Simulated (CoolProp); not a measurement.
Propylene along the isobar 4.76 MPa: Z from the reference equation and from simpler models built on Tc = 364.2 K, pc = 4.555 MPa, ω = 0.146; each cubic takes its own stable root.

Values from CoolProp's reference Helmholtz-energy equation of state, Lemmon 2013.

| T (K) | phase | reference | van der Waals | Redlich-Kwong | Soave-Redlich-Kwong | Peng-Robinson |
|---|---|---|---|---|---|---|
| 315.8 | liquid | 0.1566 | 0.2403 | 0.1766 | 0.1726 | 0.1528 |
| 339.4 | liquid | 0.1628 | 0.2490 | 0.1901 | 0.1861 | (withheld) |
| 362.9 | liquid | 0.1981 | 0.2945 | 0.2481 | (withheld) | (withheld) |
| 386.5 | supercritical | 0.6116 | 0.6122 | 0.6077 | 0.6216 | 0.5922 |
| 410 | supercritical | 0.7146 | 0.7027 | 0.7061 | 0.7236 | 0.6950 |
| 433.5 | supercritical | 0.7775 | (withheld) | 0.7673 | (withheld) | 0.7598 |
| 457.1 | supercritical | 0.8219 | (withheld) | 0.8110 | 0.8323 | (withheld) |
| 480.6 | supercritical | 0.8550 | 0.8305 | 0.8437 | 0.8662 | 0.8415 |
| 504.2 | supercritical | 0.8808 | 0.8550 | 0.8694 | 0.8926 | 0.8692 |
| 527.7 | supercritical | 0.9014 | 0.8748 | 0.8899 | 0.9136 | 0.8913 |
| 551.3 | supercritical | 0.9182 | 0.8913 | 0.9067 | 0.9307 | 0.9095 |

Question: Some entries are withheld; supply them.

Answer: 
- 339.4, Peng-Robinson: 0.1655
- 362.9, Soave-Redlich-Kwong: 0.2468
- 362.9, Peng-Robinson: 0.2237
- 433.5, van der Waals: 0.7590
- 433.5, Soave-Redlich-Kwong: 0.7871
- 457.1, van der Waals: 0.7996
- 457.1, Peng-Robinson: 0.8063
